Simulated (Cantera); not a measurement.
A closed system holds: 1 mol C₃H₆, 0.47 mol H₂O, 0.83 mol H₂, at 2.10 bar.

Cantera equilibrium calculation (NASA polynomials, part measured and part estimated; ideal gas, pure solids and liquids). Candidate condensed phases: C, C₆H₆, C₇H₈, C₈H₁₈, H₂O; 110 gas species. Kinetics and transport are ignored.

x: gas mole fraction; n: condensed amount in mol.

```csv
T (K),x H₂,x CH₄,x H₂O,x CO,x CO₂,x C₂H₆,n C(graphite)
573,0.0422,0.770,0.183,2.84e-5,0.00503,4.29e-6,1.11
623,0.0829,0.734,0.177,0.000135,0.00610,6.39e-6,1.16
673,0.146,0.679,0.168,0.000506,0.00714,8.47e-6,1.23
723,0.232,0.602,0.156,0.00157,0.00811,1.00e-5,1.35
773,?,?,?,?,0.00895,1.05e-5,?
823,0.454,0.404,0.123,0.00972,0.00949,9.72e-6,1.69
873,0.567,0.303,0.101,0.0199,0.00940,8.01e-6,1.88
923,?,?,?,?,?,?,2.05
973,0.740,0.148,0.0523,0.0542,0.00618,4.07e-6,2.18
1023,0.793,0.0990,0.0326,0.0716,0.00385,2.66e-6,2.27
1073,0.829,0.0663,0.0190,0.0840,0.00209,1.70e-6,2.33
```

Problem. Fill in the missing entries.

Solution. 
- 923, x H₂: 0.664
- 923, x CH₄: 0.216
- 923, x H₂O: 0.0762
- 923, x CO: 0.0354
- 923, x CO₂: 0.00828
- 923, x C₂H₆: 5.94e-6
- 773, x H₂: 0.338
- 773, x CH₄: 0.508
- 773, x H₂O: 0.141
- 773, x CO: 0.00418
- 773, n C(graphite): 1.50
